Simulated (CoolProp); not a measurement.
Vapour-liquid equilibrium of benzene (1) + n-decane (2) at 124 kPa; x and y are mole fractions of (1).

Values from CoolProp's multi-fluid Helmholtz-energy mixture model, Thol 2012 and Lemmon 2006; pair parameters Bell 2016.

### Question
Give the bubble temperature and the first vapour's composition at x = 0.05, 0.35, 0.95. Is there an azeotrope?

### Answer
x = 0.05: 442.7 K, y = 0.296; x = 0.35: 393.8 K, y = 0.884; x = 0.95: 361.6 K, y = 0.997. No azeotrope shows between x = 0.05 and 0.95.

The pair parameters rest on a limited set of measurements; away from them the model extrapolates. The gap from Raoult's law changes sign with composition, which may be real or a fault of the pair parameters; it wasn't checked against measurements.
